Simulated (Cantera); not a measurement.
Mixture: CH4 : CO : O2 : N2 = 1 : 0.15 : 2.08 : 7.8 (molar parts), at 17.0 bar, adiabatic and at constant volume. Ignition delay is the time to a rise of 400 K.

Detailed kinetics in Cantera: GRI-Mech 3.0 (53 species, 325 reactions). The pressure lies above the range GRI-Mech 3.0 was tuned for (to about 10 atm).

Q: Predict: delay at 1300 K; delay at 1450 K; delay at 1600 K; delay at 1750 K; delay at 1900 K; apparent activation energy between 1825 and 1975 K.

A: 
```json
{
 "delay at 1300 K": "0.905 ms",
 "delay at 1450 K": "0.184 ms",
 "delay at 1600 K": "46.2 µs",
 "delay at 1750 K": "13.9 µs",
 "delay at 1900 K": "5.07 µs",
 "apparent activation energy between 1825 and 1975 K": "180 kJ/mol"
}
```
